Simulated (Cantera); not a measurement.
An isothermal, constant-pressure homogeneous reactor starts with CH₄ : H₂ = 1 : 130 (molar parts), at 1475 K and 18.8 Torr. Integrator tolerance rtol = 1e-08.

Detailed kinetics in Cantera: GRI-Mech 3.0 (53 species, 325 reactions). GRI-Mech 3.0 stops at C3 and has no aromatics, soot or wall deposition, so with more carbon than oxygen in the feed, carbon stays in small species such as C2H2 where larger ones or solid carbon would form. Radical loss at walls, strong at low pressure, is not modelled.

Problem. What does this change do: H2 130 to 94 parts?

Solution. 
```json
[
 {"quantity": "x(CH₄) at 200 s", "before": "0.00405 (gas-phase equilibrium 0.00152)", "after": "0.00479 (gas-phase equilibrium 0.00180)"},
 {"quantity": "x(H₂) at 200 s", "before": "0.994 (gas-phase equilibrium 0.995)", "after": "0.992 (gas-phase equilibrium 0.994)"},
 {"quantity": "x(C₂H₂) at 200 s", "before": "0.00176 (gas-phase equilibrium 0.00301)", "after": "0.00281 (gas-phase equilibrium 0.00428)"},
 {"quantity": "x(C₂H₆) at 200 s", "before": "2.40e-8 (gas-phase equilibrium 7.09e-9)", "after": "3.39e-8 (gas-phase equilibrium 1.00e-8)"},
 {"quantity": "x(CH₃) at 200 s", "before": "6.60e-6 (gas-phase equilibrium 2.53e-6)", "after": "7.78e-6 (gas-phase equilibrium 3.02e-6)"},
 {"quantity": "x(C₂H) at 200 s", "before": "2.28e-10 (gas-phase equilibrium 4.00e-10)", "after": "3.64e-10 (gas-phase equilibrium 5.70e-10)"}
]
```
